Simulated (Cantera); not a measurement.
# Equilibrium for silicon epitaxy and polysilicon growth: SiH4 + Cl2 + N2

Input: 1 mol SiH4, a varied amount of Cl2, 3.7 mol N2, held at 998 K and 0.570 bar.

These are equilibrium values from Cantera (NASA tables, ideal gas, pure condensed phases), not measurements of a reactor. Candidate condensed phases: NH4Cl, Si, Si3N4; 28 gas species. N2 is the only nitrogen source here; it is nearly inert below about 1500 K, so the nitride shown seldom forms there in practice. Rates play no part.

From 0.078 mol Cl2 to 0.87 mol Cl2 the condensed part is Si3N4(s). The main Si-bearing gas is SiCl4 throughout.

```
n(Cl2) (mol)   x N2   x H2   x HCl   x SiCl4  x SiHCl3    x NH3  n Si3N4(s)
------------  -----  -----  ------  --------  --------  -------  ----------
0.078         0.593  0.376  0.0305   2.18e-6   1.86e-7  5.97e-5       0.333
0.16          0.584  0.354  0.0615   4.08e-5   1.63e-6  5.42e-5       0.333
0.24          0.575  0.334  0.0902  0.000215   5.52e-6  4.93e-5       0.333
0.31          0.568  0.318   0.114  0.000605   1.17e-5  4.54e-5       0.332
0.39          0.561  0.300   0.138   0.00149   2.24e-5  4.14e-5       0.331
0.47          0.554  0.284   0.159   0.00295   3.66e-5  3.79e-5       0.328
0.55          0.548  0.270   0.177   0.00505   5.34e-5  3.50e-5       0.324
0.63          0.542  0.258   0.192   0.00771   7.19e-5  3.24e-5       0.319
0.71          0.537  0.247   0.204    0.0109   9.11e-5  3.03e-5       0.312
0.79          0.533  0.238   0.215    0.0144  0.000110  2.84e-5       0.305
0.87          0.529  0.229   0.223    0.0182  0.000129  2.68e-5       0.297
```
x: gas mole fraction; n: condensed amount in mol.
